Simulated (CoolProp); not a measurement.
Model: reference Helmholtz-energy equation of state, Gao 2016, in CoolProp.

Q: Give the vapour pressure (bar), liquid density (kg/m³), vapour density (kg/m³) of saturated sulfur dioxide at -16.25, 16.95 °C.

A: 
```csv
T (°C),p (bar),liquid density (kg/m³),vapour density (kg/m³)
-16.25,0.761,1480,2.33
16.95,2.97,1390,8.37
```
